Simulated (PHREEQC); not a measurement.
Make-up at 25 °C: 0.69 mol MgSO4, 0.19 mol H3BO3 and 0.61 mol KBr per kg of water. Closed to the air; pH follows from the charge balance.

Model: Pitzer model, pitzer.dat, run in PHREEQC.

```tsv
quantity	before	after
pH	4.68	6.48
HSO4- (mol/kgw)	5.89e-5	9.61e-7
MgOH+ (mol/kgw)	2.07e-8	1.26e-6
SI of Epsomite (MgSO4:7H2O)	-0.94	-0.93
SI of Hexahydrite (MgSO4:6H2O)	-1.20	-1.19
```

Question: What was changed between the two runs?
A) KBr left out
B) 0.098 mol/kgw NaBr added
C) H3BO3 left out
D) KBr from 0.61 to 1.22 mol/kgw

Answer: C, H3BO3 left out

No solid was allowed to form. In brines, pH and single-ion activities rest on the MacInnes convention.
